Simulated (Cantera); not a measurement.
Charge: 1 mol Ti, 0.33 mol O2, 95 mol H2, 1.5 mol CO, at 1498.15 K and 30000 Pa.

Equilibrium computed with Cantera from the NASA thermochemical tables; the gas is ideal and each condensed phase is pure. Candidate condensed phases: C, C6H6, C7H8, C8H18, H2O, Ti, TiC, TiO, TiO2, Ti2O3, Ti3O5, Ti4O7; 113 gas species. Mutual solubility and eutectic melting of coexisting phases are not modelled. TiC: taken at fixed stoichiometry. Equilibrium is a limit: real reactors are often held back by kinetics, nucleation or transport.

Base state: H2 0.988, CO 0.0120, H2O 8.01e-5, CH4 5.89e-5, H 3.12e-5 (mole fractions); condensed: TiC(s) + Ti2O3(s).

Q: What changes in the equilibrium state with this change: temperature from 1498.15 K to 1298.15 K?

A: 
```csv
species,before,after
H2,0.988,0.987
CO,0.0120,0.0114
CH4,5.89e-5,0.00119
H,3.12e-5,1.95e-6
H2O,8.01e-5,6.12e-5
"TiC(s), mol",0.337,0.293
"Ti2O3(s), mol",0.332,0.354
```

Q: What changes in the equilibrium state with this change: temperature from 1498.15 K to 1173.15 K?

A: 
```tsv
species	before	after
H2	0.988	0.989
CH4	5.89e-5	0.00570
CO	0.0120	0.00514
H	3.12e-5	2.15e-7
H2O	8.01e-5	5.41e-5
TiC(s), mol	0.337	0
Ti2O3(s), mol	0.332	0
C(graphite), mol	0	0.470
Ti3O5(s), mol	0	0.333
```
